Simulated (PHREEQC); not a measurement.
0.5 mol of Hydroxyapatite (Ca5(PO4)3OH) is brought to equilibrium with 1 kg of water holding 0.11 mol Na2SO4, with rising amounts of KHSO4, at 25 °C. Oxygen is held at 0.21 atm. No CO2 enters from the air. Only these solids could form: Hydroxyapatite, Gypsum.

All values are PHREEQC results (ion-association model with all activity coefficients set to 1, phreeqc.dat), not measurements.

```csv
KHSO4 added (mol),pH,dissolved Ca (mol/kgw),Gypsum (mol),CaSO4 (mol/kgw),CaHPO4 (mol/kgw),Ca+2 (mol/kgw)
0,9.51,4.13e-5,0,3.74e-5,3.55e-8,3.54e-6
0.0417,5.75,0.00551,0.0250,0.00472,0.000147,0.000447
0.0833,[?],[?],0.0548,0.00473,0.000219,0.000450
0.125,5.54,0.00607,0.0846,0.00474,0.000277,0.000452
0.167,5.48,0.00634,0.115,0.00475,0.000328,0.000453
0.208,5.44,0.00660,0.144,0.00476,[?],0.000455
0.25,5.41,0.00687,0.174,0.00477,0.000415,0.000457
0.292,5.38,0.00713,0.204,0.00478,0.000454,0.000458
0.333,[?],0.00738,0.233,0.00479,0.000491,0.000459
0.375,5.33,[?],0.263,0.00480,[?],0.000461
0.417,5.31,0.00791,0.293,0.00481,0.000560,0.000462
0.458,[?],0.00816,0.323,0.00482,0.000592,0.000463
0.5,5.27,0.00843,0.353,0.00483,0.000623,0.000465
```

Q: Complete the blanks.

A: 
- 0.0833, pH: 5.62
- 0.0833, dissolved Ca (mol/kgw): 0.00580
- 0.208, CaHPO4 (mol/kgw): 0.000373
- 0.333, pH: 5.35
- 0.375, dissolved Ca (mol/kgw): 0.00765
- 0.375, CaHPO4 (mol/kgw): 0.000526
- 0.458, pH: 5.29
